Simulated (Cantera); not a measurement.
What does this Cantera script print?

```python
import numpy as np
import cantera as ct

gas = ct.Solution("gri30.yaml")
gas.TPX = 325, 23000, {'CH4': 1, 'O2': 2.33, 'N2': 11.4}
inlet = ct.Reservoir(gas, clone=True)
gas.equilibrate("HP")  # start burning
reactor = ct.IdealGasConstPressureReactor(gas, energy="on", clone=False)
exhaust = ct.Reservoir(gas, clone=True)
tau = [0.49, 0.19, 0.075, 0.029, 0.012, 0.0045, 0.0018, 0.0007, 0.00027, 0.00011, 4.2e-05][0]
for a, b in ((inlet, reactor), (reactor, exhaust)):
    ct.MassFlowController(a, b, mdot=lambda t: reactor.mass / tau)
net = ct.ReactorNet([reactor])
show = ['CH4', 'O2', 'NO', 'CH3', 'HO2']

rows = []
print(f"{'tau/s':>10s}{'T/K':>9s}" + "".join(f"{s:>11s}" for s in show))
for tau in [0.49, 0.19, 0.075, 0.029, 0.012, 0.0045, 0.0018, 0.0007, 0.00027, 0.00011, 4.2e-05]:
    net.initial_time = 0.0
    net.advance(30 * tau)
    before = gas.X
    net.advance(40 * tau)
    drift = np.max(np.abs(gas.X - before) / (gas.X + 1e-9))
    rows.append([gas.T, *gas[show].X, drift])
    print(f"{tau:10.3e}{gas.T:9.1f}" + "".join(f"{x:11.3e}" for x in gas[show].X))
```

It prints:

```
     tau/s      T/K        CH4         O2         NO        CH3        HO2
 4.900e-01   1824.2  5.047e-06  2.315e-02  7.684e-05  1.363e-06  5.817e-07
 1.900e-01   1804.2  9.245e-06  2.387e-02  5.953e-05  2.286e-06  8.988e-07
 7.500e-02   1775.0  1.702e-05  2.496e-02  4.728e-05  3.809e-06  1.362e-06
 2.900e-02   1733.9  3.295e-05  2.647e-02  3.687e-05  6.597e-06  2.005e-06
 1.200e-02   1685.7  6.431e-05  2.825e-02  2.779e-05  1.149e-05  2.777e-06
 4.500e-03   1622.5  1.485e-04  3.078e-02  1.832e-05  2.299e-05  3.966e-06
 1.800e-03   1554.6  3.758e-04  3.439e-02  1.064e-05  4.964e-05  6.015e-06
 7.000e-04   1451.7  1.625e-03  4.424e-02  3.853e-06  1.692e-04  1.609e-05
 2.700e-04    325.0  6.789e-02  1.582e-01  6.026e-21  7.129e-20  1.619e-19
 1.100e-04    325.0  6.789e-02  1.582e-01  6.668e-24  7.889e-23  1.792e-22
 4.200e-05    325.0  6.789e-02  1.582e-01  4.212e-25  4.983e-24  1.132e-23
```

Cantera simulation using GRI-Mech 3.0 (53 species, 325 reactions); the numbers are that mechanism's predictions, not measurements.
